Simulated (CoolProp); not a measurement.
A simple Rankine cycle with R1336mzz(Z): condensing at 315.15 K, boiler at 2.28 MPa, turbine inlet 499 K, turbine efficiency 0.85, pump efficiency 0.6, no recuperator. Each further row changes one setting.

Computed with CoolProp (reference Helmholtz-energy equation of state, McLinden 2020).

```tsv
case	thermal efficiency (%)	net work (kJ/kg)	heat in (kJ/kg)	turbine exit temperature (K)	volume ratio over the turbine
as stated	14.8	?	327	434.4	17.8
condensing temperature 307.15 K	?	53.5	337	?	23.4
boiler pressure 1.6 MPa	13.3	44.6	?	445.2	11.8
turbine efficiency 0.75	13.0	42.4	327	440.1	18.0
```

### Question
Some entries are withheld; supply them.

### Answer

- as stated, net work (kJ/kg): 48.4
- condensing temperature 307.15 K, thermal efficiency (%): 15.9
- condensing temperature 307.15 K, turbine exit temperature (K): 429.3
- boiler pressure 1.6 MPa, heat in (kJ/kg): 335
